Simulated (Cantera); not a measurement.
**Carbon deposition, reforming and gasification: C2H2 + O2 + N2 + NH3**

A closed system holds: 1 mol C2H2, 0.01 mol O2, 31 mol N2, 0.00056 mol NH3, held at 2.90 mbar.

Method: chemical equilibrium by Gibbs-energy minimisation in Cantera with the NASA 1993 tables (ideal gas, pure condensed phases). Candidate condensed phases: C, C6H6, C7H8, C8H18, H2O; 136 gas species. The numbers say what is thermodynamically allowed, not how fast it happens.

From 1002 °C to 2102 °C the condensed part is C(graphite). The main C-bearing gas is CO at 1002 °C and HCN at 2102 °C. The share of C in condensed phases is highest at 1002 °C (99.0 %) and lowest at 2102 °C (87.4 %).

| T (°C) | x N2 | x H2 | x H | x HCN | x CN | x CO | x HNC | n C(graphite) |
|---|---|---|---|---|---|---|---|---|
| 1002 | 0.968 | 0.0312 | 2.42e-6 | 2.83e-5 | 3.40e-12 | 0.000625 | 2.02e-7 | 1.98 |
| 1102 | 0.968 | 0.0312 | 1.12e-5 | 7.02e-5 | 6.87e-11 | 0.000625 | 7.61e-7 | 1.98 |
| 1202 | 0.968 | 0.0312 | 4.25e-5 | 0.000153 | 9.18e-10 | 0.000625 | 2.39e-6 | 1.98 |
| 1302 | 0.968 | 0.0310 | 0.000136 | 0.000303 | 8.81e-9 | 0.000625 | 6.45e-6 | 1.97 |
| 1402 | 0.968 | 0.0308 | 0.000378 | 0.000550 | 6.44e-8 | 0.000624 | 1.54e-5 | 1.96 |
| 1502 | 0.967 | 0.0303 | 0.000935 | 0.000929 | 3.75e-7 | 0.000624 | 3.33e-5 | 1.95 |
| 1602 | 0.966 | 0.0294 | 0.00209 | 0.00147 | 1.81e-6 | 0.000624 | 6.56e-5 | 1.93 |
| 1702 | 0.965 | 0.0279 | 0.00424 | 0.00219 | 7.40e-6 | 0.000623 | 0.000119 | 1.90 |
| 1802 | 0.963 | 0.0255 | 0.00790 | 0.00307 | 2.64e-5 | 0.000622 | 0.000199 | 1.87 |
| 1902 | 0.959 | 0.0221 | 0.0135 | 0.00404 | 8.37e-5 | 0.000620 | 0.000307 | 1.83 |
| 2002 | 0.955 | 0.0177 | 0.0210 | 0.00495 | 0.000239 | 0.000618 | 0.000436 | 1.79 |
| 2102 | 0.950 | 0.0128 | 0.0296 | 0.00562 | 0.000625 | 0.000615 | 0.000565 | 1.75 |
x: gas mole fraction; n: condensed amount in mol.
